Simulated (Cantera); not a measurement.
Feed: 1 mol n-butane, 0.056 mol H2O, equilibrated at 2250 K and 75.0 Torr.

Cantera equilibrium calculation (NASA polynomials, part measured and part estimated; ideal gas, pure solids and liquids). Kinetics and transport are ignored.

| species | before | after |
|---|---|---|
| H2 | 0.963 | 0.924 |
| H | 0.0230 | 0.0618 |
| CO | 0.0108 | 0.0106 |
| CH4 | 2.19e-5 | 2.70e-6 |
| C2H2 (acetylene) | 0.00322 | 0.00309 |
| C(graphite), mol | 3.91 | 3.91 |
Gas species are given as mole fractions.

**Question.** Name the change that produced these shifts.
(A) H2O from 0.056 to 0.46 mol
(B) temperature from 2250 K to 2025 K
(C) temperature from 2250 K to 2575 K
(D) pressure from 75.0 Torr to 10.0 Torr

**Answer.** D, pressure from 75.0 Torr to 10.0 Torr
